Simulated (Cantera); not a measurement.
A closed system holds: 1 mol Si3N4, 0.11 mol N2O, 14 mol N2, 0.18 mol CO2, equilibrated at 1473 K and 9.60 mbar.

These are equilibrium values from Cantera (NASA tables, ideal gas, pure condensed phases), not measurements of a reactor. Candidate condensed phases: C, Si, SiC, SiO2, Si2N2O, Si3N4; 34 gas species. Mutual solubility and eutectic melting of coexisting phases are not modelled. Kinetics and transport are ignored.

Base state: N2 1.000, CO 0.000394 (mole fractions); condensed: SiC(s) + Si2N2O(s) + Si3N4(s).

**Question.** What changes in the equilibrium state with this change: pressure from 9.60 mbar to 2.80 bar?

**Answer.** 
```tsv
species	before	after
N2	1.000	1.000
CO	0.000394	2.77e-5
SiC(s), mol	0.174	0
Si2N2O(s), mol	0.464	0.470
Si3N4(s), mol	0.632	0.687
C(graphite), mol	0	0.180
```

**Question.** What changes in the equilibrium state with this change: temperature from 1473 K to 1948 K?

**Answer.** 
```
species           before    after
--------------  --------  -------
N2                 1.000    0.969
SiO              6.57e-6   0.0227
CO              0.000394  0.00559
Si               1.15e-8  0.00242
Si2N               <1e-9  9.52e-5
Si2C               <1e-9  5.29e-5
SiN              1.63e-9  6.90e-5
Si2                <1e-9  2.20e-5
SiC(s), mol        0.174   0.0863
Si2N2O(s), mol     0.464        0
Si3N4(s), mol      0.632        0
Si(l), mol             0     2.49
```
The tables' values for SiN are old estimates; treat these amounts as uncertain.
